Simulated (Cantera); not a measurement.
Boron, boron nitride and boron oxide: B₂O₃ + H₂O + H₂

Feed: 1 mol B₂O₃, a varied amount of H₂O, 1.4 mol H₂, at 1773.15 K and 100 Torr.

Method: chemical equilibrium by Gibbs-energy minimisation in Cantera with the NASA 1993 tables (ideal gas, pure condensed phases). Candidate condensed phases: B, B₂O₃, B₃O₃H₃, H₂O; 23 gas species. The numbers say what is thermodynamically allowed, not how fast it happens.

```json
[
 {"n(H₂O) (mol)": "0.36", "x H₂": "0.713", "x H₂O": "0.104", "x HBO₂": "0.162", "x B₂O₃": "0.0176", "x HBO": "0.00253", "x H": "0.000659", "n B₂O₃(l)": "0.804"},
 {"n(H₂O) (mol)": "1.2", "x H₂": "0.458", "x H₂O": "0.265", "x HBO₂": "0.258", "x B₂O₃": "0.0176", "x HBO": "0.00102", "x H": "0.000528", "n B₂O₃(l)": "0.550"},
 {"n(H₂O) (mol)": "1.9", "x H₂": "0.354", "x H₂O": "0.336", "x HBO₂": "0.291", "x B₂O₃": "0.0176", "x HBO": "0.000700", "x H": "0.000464", "n B₂O₃(l)": "0.354"},
 {"n(H₂O) (mol)": "2.7", "x H₂": "0.281", "x H₂O": "0.387", "x HBO₂": "0.312", "x B₂O₃": "0.0176", "x HBO": "0.000518", "x H": "0.000414", "n B₂O₃(l)": "0.134"},
 {"n(H₂O) (mol)": "3.5", "x H₂": "0.237", "x H₂O": "0.439", "x HBO₂": "0.308", "x B₂O₃": "0.0151", "x HBO": "0.000379", "x H": "0.000380", "n B₂O₃(l)": "0"},
 {"n(H₂O) (mol)": "4.3", "x H₂": "0.209", "x H₂O": "0.503", "x HBO₂": "0.277", "x B₂O₃": "0.0106", "x HBO": "0.000262", "x H": "0.000356", "n B₂O₃(l)": "0"},
 {"n(H₂O) (mol)": "5.1", "x H₂": "0.186", "x H₂O": "0.555", "x HBO₂": "0.250", "x B₂O₃": "0.00789", "x HBO": "0.000192", "x H": "0.000337", "n B₂O₃(l)": "0"},
 {"n(H₂O) (mol)": "5.9", "x H₂": "0.168", "x H₂O": "0.597", "x HBO₂": "0.228", "x B₂O₃": "0.00610", "x HBO": "0.000147", "x H": "0.000320", "n B₂O₃(l)": "0"},
 {"n(H₂O) (mol)": "6.7", "x H₂": "0.154", "x H₂O": "0.631", "x HBO₂": "0.210", "x B₂O₃": "0.00486", "x HBO": "0.000117", "x H": "0.000306", "n B₂O₃(l)": "0"},
 {"n(H₂O) (mol)": "7.5", "x H₂": "0.141", "x H₂O": "0.660", "x HBO₂": "0.194", "x B₂O₃": "0.00397", "x HBO": "9.46e-5", "x H": "0.000293", "n B₂O₃(l)": "0"},
 {"n(H₂O) (mol)": "8.3", "x H₂": "0.131", "x H₂O": "0.685", "x HBO₂": "0.180", "x B₂O₃": "0.00330", "x HBO": "7.84e-5", "x H": "0.000282", "n B₂O₃(l)": "0"},
 {"n(H₂O) (mol)": "9.1", "x H₂": "0.122", "x H₂O": "0.707", "x HBO₂": "0.168", "x B₂O₃": "0.00279", "x HBO": "6.60e-5", "x H": "0.000272", "n B₂O₃(l)": "0"}
]
```
x: gas mole fraction; n: condensed amount in mol.

From 0.36 mol H₂O to 2.7 mol H₂O the condensed part is B₂O₃(l). From 3.5 mol H₂O to 9.1 mol H₂O nothing is condensed. The main B-bearing gas is HBO₂ throughout.
